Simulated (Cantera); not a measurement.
SiHCl₃ + NH₃ + N₂ (silicon nitride deposition)

Feed: 1 mol SiHCl₃, 3.1 mol NH₃, 21 mol N₂, equilibrated at 34000 Pa.

Equilibrium computed with Cantera from the NASA thermochemical tables; the gas is ideal and each condensed phase is pure. Candidate condensed phases: NH₄Cl, Si, Si₃N₄; 28 gas species. The tables' values for SiCl₃, SiCl are old estimates; treat these amounts as uncertain. The numbers say what is thermodynamically allowed, not how fast it happens.

```tsv
T (°C)	x N₂	x H₂	x HCl	x SiCl₂	x SiCl₄	x SiCl₃	n Si₃N₄(s)
525	0.770	0.134	0.0932	5.29e-12	0.00300	1.18e-8	0.305
625	0.769	0.132	0.0971	5.07e-10	0.00202	1.46e-7	0.314
725	0.768	0.131	0.0994	1.90e-8	0.00144	1.05e-6	0.320
825	0.768	0.130	0.101	3.60e-7	0.00107	5.24e-6	0.323
925	0.768	0.130	0.102	4.11e-6	0.000832	1.97e-5	0.325
1025	0.768	0.129	0.102	3.18e-5	0.000665	5.95e-5	0.326
1125	0.768	0.129	0.102	0.000180	0.000537	0.000151	0.325
1225	0.768	0.130	0.101	0.000781	0.000421	0.000321	0.318
1325	0.768	0.132	0.0967	0.00261	0.000297	0.000560	0.300
1425	0.769	0.135	0.0883	0.00663	0.000169	0.000754	0.261
1525	0.769	0.141	0.0757	0.0129	7.46e-5	0.000770	0.201
1625	0.770	0.147	0.0615	0.0200	2.67e-5	0.000627	0.134
```
x: gas mole fraction; n: condensed amount in mol.

From 525 °C to 1625 °C the condensed part is Si₃N₄(s). The main Si-bearing gas is SiCl₄ at 525 °C and SiCl₂ at 1625 °C. The share of Si in condensed phases is highest at 1025 °C (97.7 %) and lowest at 1625 °C (40.1 %).
